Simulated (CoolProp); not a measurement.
A closed Brayton cycle with carbon dioxide: compressor inlet 305.15 K and 8 MPa, high pressure 26.4 MPa, turbine inlet 945 K, compressor efficiency 0.89, turbine efficiency 0.85, recuperator effectiveness 0.95 (on enthalpy, no pinch check). Each further row changes one setting.

Model: reference Helmholtz-energy equation of state, Span 1996, in CoolProp.

| case | thermal efficiency (%) | net work (kJ/kg) | compressor to turbine work | compressor exit (K) | turbine exit (K) |
|---|---|---|---|---|---|
| as stated | (withheld) | 141 | 0.17 | 338.5 | 799.4 |
| turbine inlet 895 K | (withheld) | (withheld) | 0.18 | 338.5 | (withheld) |
| compressor inlet 315.15 K | 40.4 | 116 | 0.31 | 404.8 | 799.4 |
| high pressure 22.4 MPa | (withheld) | 125 | 0.15 | (withheld) | 818.6 |
| recuperator effectiveness 0.5 | 24.0 | 141 | 0.17 | 338.5 | 799.4 |

Question: Some entries are withheld; supply them.

Answer: 
- as stated, thermal efficiency (%): 41.4
- turbine inlet 895 K, thermal efficiency (%): 40.0
- turbine inlet 895 K, net work (kJ/kg): 131
- turbine inlet 895 K, turbine exit (K): 754.3
- high pressure 22.4 MPa, thermal efficiency (%): 39.6
- high pressure 22.4 MPa, compressor exit (K): 333.1
